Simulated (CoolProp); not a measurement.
A single-stage vapour-compression cycle with hydrogen chloride: evaporating at 291.15 K (dew point), condensing at 312.15 K (bubble point), superheat 0 K, subcooling 2 K, compressor efficiency 0.9, no pressure losses. Each further row changes one setting.

Values from CoolProp's reference Helmholtz-energy equation of state, Thol 2018.

| case | cooling COP | pressure ratio | discharge temperature (K) | refrigerating effect (kJ/kg) | volumetric capacity (kJ/m³) |
|---|---|---|---|---|---|
| as stated | 8.97 | 1.59 | 330.9 | 214 | 19900 |
| evaporating temperature 296.15 K | 12.2 | 1.42 | 325.5 | 209 | 22500 |
| condensing temperature 307.15 K | 12.6 | 1.43 | 321.3 | 228 | 21200 |
| subcooling 7 K | 9.64 | 1.59 | 330.9 | 230 | 21400 |
| superheat 10 K | 8.71 | 1.59 | 343.9 | 235 | 19400 |
| compressor efficiency 0.8 | 7.98 | 1.59 | 332.4 | 214 | 19900 |
